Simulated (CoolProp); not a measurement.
Properties of dimethyl carbonate along the isobar 22.1 MPa.

Computed with CoolProp (reference Helmholtz-energy equation of state, Zhou 2011).

| T (K) | phase | Z | speed of sound (m/s) | Joule-Thomson coefficient (K/MPa) |
|---|---|---|---|---|
| 430 | liquid | 0.6059 | 856.5 | -0.2054 |
| 445.5 | liquid | 0.5981 | 813.5 | -0.1809 |
| 460.9 | liquid | 0.5917 | 772.0 | -0.1537 |
| 476.4 | liquid | 0.5867 | 731.2 | -0.1227 |
| 491.8 | liquid | 0.5830 | 691.4 | -0.08738 |
| 507.3 | liquid | 0.5808 | 652.1 | -0.04585 |
| 522.7 | liquid | 0.5801 | 613.7 | 0.002970 |
| 538.2 | liquid | 0.5811 | 575.5 | 0.06175 |
| 553.6 | liquid | 0.5838 | 538.2 | 0.1320 |
| 569.1 | supercritical | 0.5888 | 501.6 | 0.2170 |
| 584.5 | supercritical | 0.5960 | 466.6 | 0.3169 |
| 600 | supercritical | 0.6060 | 433.6 | 0.4324 |
